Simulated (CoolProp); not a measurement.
Vapour-liquid equilibrium of n-hexane (1) + dimethyl carbonate (2) at 0.958 MPa; x and y are mole fractions of (1).

Values from CoolProp's multi-fluid Helmholtz-energy mixture model, Thol 2019 and Zhou 2011; pair parameters Bell 2016.

```csv
x,bubble temperature (K),y at the bubble point,dew temperature at overall composition x (K),liquid density (mol/L)
0.05,448.8,0.132,452.4,9.013
0.15,441.0,0.304,448.0,8.601
0.25,436.4,0.410,443.5,8.178
0.35,433.6,0.484,439.0,7.772
0.45,431.9,0.544,434.9,7.395
0.55,430.8,0.601,431.7,7.050
0.65,430.3,0.660,430.3,6.739
0.75,430.5,0.728,430.7,6.457
0.85,431.5,0.814,432.2,6.198
0.95,433.9,0.927,434.5,5.952
```

y crosses x between x = 0.65 and 0.75: the model has an azeotrope there.

Pair parameters are fitted to limited data, so mixtures are less certain than the pure fluids.
